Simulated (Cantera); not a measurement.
Cantera run:

```python
import numpy as np
import cantera as ct

gas_names = """
    Cu CuF CuF2 Cu2 F F2
""".split()
cond_names = """
    Cu(cr) Cu(L) CuF2(s) CuF2(L)
""".split()


def load(file, names, dense=False):
    # The tables refer to 1 bar. Condensed volumes are neglected.
    table = {s.name: s for s in ct.Species.list_from_file(file)}
    out = []
    for n in names:
        d = dict(table[n].input_data)
        d["thermo"] = dict(d["thermo"], **{"reference-pressure": 1e5})
        if dense:
            d["equation-of-state"] = {"model": "constant-volume", "density": "1e6 g/cm^3"}
        out.append(ct.Species.from_dict(d))
    return out


gas = ct.Solution(thermo="ideal-gas", species=load("nasa_gas.yaml", gas_names))
cond = {s.name: ct.Solution(thermo="fixed-stoichiometry", species=[s], name=s.name)
        for s in load("nasa_condensed.yaml", cond_names, dense=True)}
atoms = {
    'Cu': {'Cu': 1},
    'F2': {'F': 2},
}
top_T = {}  # K; cautious upper limits of use, not melting points


def equilibrate(T, P, feed):
    n = {}
    for name, mol in feed.items():
        for a, k in atoms[name].items():
            n[a] = n.get(a, 0.0) + k * mol
    gas.TPX = T, P, n
    mass = sum(n.values()) * gas.mean_molecular_weight
    gas.equilibrate("TP")
    valid = [c for c in cond.values() if c.min_temp <= T <= top_T.get(c.name, c.max_temp)]
    mix = ct.Mixture([(gas, mass / gas.mean_molecular_weight)] + [(c, 0.0) for c in valid])
    mix.T, mix.P = T, P
    mix.equilibrate("TP", solver="vcs", rtol=1e-11, max_steps=5000)
    return mix


results = []
feed = {'Cu': 1, 'F2': 5.9}  # mol
T = 850  # K
for P in [1, 10, 100, 1000, 10000, 100000]:
    mix = equilibrate(T, P, feed)
    results.append((T, P, feed, dict(zip(mix.species_names, mix.species_moles))))

top = {s: max(r[3][s] / sum(r[3][g] for g in gas_names) for r in results) for s in gas_names}
cols = sorted((s for s in top if top[s] > 0.001), key=lambda s: -top[s])[:6]
seen = [c for c in cond_names if any(r[3].get(c, 0) > 1e-12 for r in results)]
print("log10 of partial pressures in bar; condensed amounts in mol")
print(f"{'P/Pa':>10s}" + "".join(f"{s[:9]:>10s}" for s in cols + seen))
for T, P, feed, n in results:
    ng = sum(n[g] for g in gas_names)
    print(f"{P:10.4g}" + "".join(f"{np.log10(max(n[s] / ng * P / 1e5, 1e-99)):10.3f}" for s in cols)
          + "".join(f"{n.get(c, 0):10.4g}" for c in seen))
```

Result:

```
log10 of partial pressures in bar; condensed amounts in mol
      P/Pa        F2         F      CuF2   CuF2(s)
         1    -6.501    -5.016    -7.275    0.9493
        10    -4.675    -4.103    -7.275    0.9957
       100    -3.233    -3.382    -7.275    0.9997
      1000    -2.074    -2.803    -7.275         1
     1e+04    -1.024    -2.278    -7.275         1
     1e+05    -0.007    -1.769    -7.275         1
```

Cantera equilibrium calculation (NASA polynomials, part measured and part estimated; ideal gas, pure solids and liquids).
